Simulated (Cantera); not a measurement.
# Equilibrium for metals in furnace atmospheres: Ti + CO2 + H2 + H2O

Input: 1 mol Ti, 18 mol CO2, a varied amount of H2, 2.2 mol H2O, at 1677 °C and 0.133 bar.

Equilibrium computed with Cantera from the NASA thermochemical tables; the gas is ideal and each condensed phase is pure. Candidate condensed phases: C, C6H6, C7H8, C8H18, H2O, Ti, TiC, TiO, TiO2, Ti2O3, Ti3O5, Ti4O7; 113 gas species. Condensed phases not in the tables: Magnéli phases beyond Ti4O7. Gases not in the tables: TiO(OH)2. Equilibrium is a limit: real reactors are often held back by kinetics, nucleation or transport.

```
n(H2) (mol)    x H2    x CO2   x H2O    x CO       x H      x OH  n TiO2(rutile)  n Ti4O7(l)  n Ti3O5(s)
-----------  ------  -------  ------  ------  --------  --------  --------------  ----------  ----------
5.3          0.0331    0.453   0.260   0.253  0.000571  0.000408           1.000           0           0
7.3          0.0518    0.368   0.293   0.286  0.000714  0.000367           1.000           0           0
10           0.0819    0.281   0.321   0.315  0.000899  0.000320           1.000           0           0
14            0.134    0.192   0.339   0.333   0.00115  0.000264           1.000           0           0
19            0.202    0.126   0.337   0.333   0.00141  0.000214           1.000           0           0
26            0.292   0.0769   0.317   0.312   0.00170  0.000167           1.000           0           0
35            0.389   0.0462   0.283   0.280   0.00196  0.000129           1.000           0           0
49            0.501   0.0253   0.237   0.235   0.00222   9.56e-5           1.000           0           0
67            0.597   0.0142   0.194   0.192   0.00243   7.16e-5           1.000           0           0
91            0.680  0.00798   0.155   0.154   0.00259   5.37e-5           1.000           0           0
130           0.759  0.00410   0.119   0.116   0.00274   3.88e-5               0       0.250           0
170           0.808  0.00244  0.0944  0.0921   0.00282   2.99e-5               0       0.250           0
240           0.858  0.00125  0.0698  0.0678   0.00291   2.15e-5               0           0       0.333
```
x: gas mole fraction; n: condensed amount in mol.

From 5.3 mol H2 to 91 mol H2 the condensed part is TiO2(rutile). From 130 mol H2 to 170 mol H2 the condensed part is Ti4O7(l). At 240 mol H2 the condensed part is Ti3O5(s).
